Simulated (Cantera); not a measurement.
Feed: 1 mol Si, 3.9 mol Cl2, 0.12 mol H2, a varied amount of F2, at 575 K and 87.0 mbar.

Method: chemical equilibrium by Gibbs-energy minimisation in Cantera with the NASA 1993 tables (ideal gas, pure condensed phases). Candidate condensed phases: Si; 37 gas species. Rates play no part.

x: gas mole fraction; nothing condenses.

```json
[
 {"n(F2) (mol)": "0.55", "x ClF": "<1e-12", "x Cl2": "0.653", "x SiCl4": "0.203", "x SiF4": "0.0770", "x HCl": "0.0672", "x HF": "2.80e-7"},
 {"n(F2) (mol)": "0.76", "x ClF": "<1e-12", "x Cl2": "0.672", "x SiCl4": "0.164", "x SiF4": "0.101", "x HCl": "0.0635", "x HF": "2.98e-7"},
 {"n(F2) (mol)": "1.1", "x ClF": "<1e-12", "x Cl2": "0.699", "x SiCl4": "[?]", "x SiF4": "[?]", "x HCl": "[?]", "x HF": "[?]"},
 {"n(F2) (mol)": "1.5", "x ClF": "<1e-12", "x Cl2": "0.726", "x SiCl4": "0.0553", "x SiF4": "0.166", "x HCl": "0.0531", "x HF": "3.71e-7"},
 {"n(F2) (mol)": "2", "x ClF": "<1e-12", "x Cl2": "0.753", "x SiCl4": "[?]", "x SiF4": "[?]", "x HCl": "[?]", "x HF": "[?]"},
 {"n(F2) (mol)": "2.8", "x ClF": "0.234", "x Cl2": "0.553", "x SiCl4": "<1e-12", "x SiF4": "0.172", "x HCl": "<1e-12", "x HF": "0.0412"},
 {"n(F2) (mol)": "3.8", "x ClF": "0.493", "x Cl2": "0.326", "x SiCl4": "<1e-12", "x SiF4": "0.147", "x HCl": "<1e-12", "x HF": "0.0352"},
 {"n(F2) (mol)": "5.3", "x ClF": "0.764", "x Cl2": "0.0865", "x SiCl4": "<1e-12", "x SiF4": "0.120", "x HCl": "<1e-12", "x HF": "0.0288"}
]
```

Question: Complete the blanks.

Answer: 
- 1.1, x SiCl4: 0.109
- 1.1, x SiF4: 0.133
- 1.1, x HCl: 0.0583
- 1.1, x HF: 3.25e-7
- 2, x SiCl4: 1.26e-6
- 2, x SiF4: 0.199
- 2, x HCl: 0.0478
- 2, x HF: 5.05e-6
